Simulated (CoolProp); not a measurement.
Hexamethyldisiloxane (MM) along the isobar 1.51 MPa: Z from the reference equation and from simpler models built on Tc = 245.6 °C, pc = 1.931 MPa, ω = 0.418; each cubic takes its own stable root.

Computed with CoolProp (reference Helmholtz-energy equation of state, Thol 2016).

| T (°C) | phase | reference |
|---|---|---|
| -58.25 | liquid | 0.1622 |
| -40.65 | liquid | 0.1531 |
| -22.95 | liquid | 0.1454 |
| -5.35 | liquid | 0.1389 |
| 12.35 | liquid | 0.1333 |
| 29.95 | liquid | 0.1286 |
| 47.65 | liquid | 0.1245 |
| 65.25 | liquid | 0.1212 |
| 82.95 | liquid | 0.1184 |
| 100.55 | liquid | 0.1162 |
| 118.25 | liquid | 0.1145 |

**Question.** How far does each simpler model (van der Waals, Redlich-Kwong, Soave-Redlich-Kwong) lie from the reference over these 11 states: mean and median of the absolute difference, and the worst?

**Answer.** 
- van der Waals: mean 64.8 %, median 64.5 %, worst +68.5 % at -58.25 °C and 1.51 MPa
- Redlich-Kwong: mean 12.9 %, median 12.8 %, worst +14.1 % at 118.25 °C and 1.51 MPa
- Soave-Redlich-Kwong: mean 7.9 %, median 7.2 %, worst +10.7 % at -58.25 °C and 1.51 MPa
